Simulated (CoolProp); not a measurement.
Model: reference Helmholtz-energy equation of state, Tillner-Roth 1997, in CoolProp.

### Question
Give the vapour pressure (MPa), liquid density (kg/m³), vapour density (kg/m³), surface tension (mN/m) of saturated CH2F2 (R32) at -77.65 °C.

### Answer
```
T (°C)  p (MPa)  liquid density (kg/m³)  vapour density (kg/m³)  surface tension (mN/m)
------  -------  ----------------------  ----------------------  ----------------------
-77.65   0.0219                    1280                   0.713                    25.9
```

Surface tension comes from a separate correlation (Mulero 2012).
